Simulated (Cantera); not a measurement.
An adiabatic, constant-volume homogeneous reactor starts with 6.88 % CH₄, 19.5 % O₂, 73.6 % N₂, equivalence ratio 0.70, at 1050 K and 578 Torr.

Cantera simulation using GRI-Mech 3.0 (53 species, 325 reactions); the numbers are that mechanism's predictions, not measurements.

Task: Predict: time of steepest temperature rise; temperature at 1.00 s; equilibrium temperature; x(O₂) at 1.00 s; x(NO) at 1.00 s; x(H₂) at 1.00 s; x(CO) at 1.00 s; x(CO₂) at 1.00 s.

Result: 
```json
{
  "time_of_steepest_temperature_rise": "0.494 s",
  "temperature at 1.00 s": "2579 K",
  "equilibrium_temperature": "2579 K",
  "x(O₂) at 1.00 s": "0.0528 (gas-phase equilibrium 0.0528)",
  "x(NO) at 1.00 s": "0.0126 (gas-phase equilibrium 0.0126)",
  "x(H₂) at 1.00 s": "0.00342 (gas-phase equilibrium 0.00342)",
  "x(CO) at 1.00 s": "0.0101 (gas-phase equilibrium 0.0101)",
  "x(CO₂) at 1.00 s": "0.0578 (gas-phase equilibrium 0.0578)"
}
```
